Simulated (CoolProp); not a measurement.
Vapour-liquid equilibrium of acetone (1) + n-heptane (2) at 329.7 K; x and y are mole fractions of (1).

Model: multi-fluid Helmholtz-energy mixture model, Lemmon 2006 and Span 2003; pair parameters Bell 2016, in CoolProp.

```tsv
x	bubble pressure, mixture model (MPa)	bubble pressure, Raoult's law (MPa)	y, mixture model	y, Raoult's law
0.05	0.04122	0.02846	0.425	0.181
0.125	0.06003	0.03435	0.626	0.375
0.2	0.07303	0.04023	(withheld)	0.512
0.275	0.08182	0.04611	(withheld)	0.614
0.35	0.08770	0.05200	0.777	0.693
0.425	0.09165	0.05788	0.794	0.756
0.5	0.09443	0.06376	0.808	0.808
0.575	0.09656	0.06964	0.819	0.850
0.65	0.09838	0.07553	0.831	0.886
0.725	0.1001	0.08141	0.846	0.917
0.8	0.1017	0.08729	0.867	0.944
0.875	0.1031	0.09318	0.898	0.967
0.95	(withheld)	0.09906	0.949	0.988
```

### Question
Complete the blanks.

### Answer

- 0.2, y, mixture model: 0.707
- 0.275, y, mixture model: 0.751
- 0.95, bubble pressure, mixture model (MPa): 0.1036

The largest gap from Raoult's law is +81.5 % in bubble pressure, at x = 0.2. y crosses x between x = 0.875 and 0.95: the model has an azeotrope there.

The pair parameters rest on a limited set of measurements; away from them the model extrapolates. With so large a gap from Raoult's law the liquid may split in two, which this calculation doesn't test in full.
